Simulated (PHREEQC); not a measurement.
Make-up at 20 °C: 0.021 mol/kgw MgCl2 and 0.00015 mol/kgw Pb(NO3)2. Closed to the air; pH follows from the charge balance.

Model: ion-association model, phreeqc.dat, run in PHREEQC.

Question: The ionic strength comes out as 0.0633 mol/kgw. What activity coefficients do PbCl+, H+, Cl-, Mg+2, NO3- get?

Answer: PbCl+ 0.81, H+ 0.85, Cl- 0.80, Mg+2 0.46, NO3- 0.79.

No solid was allowed to form.
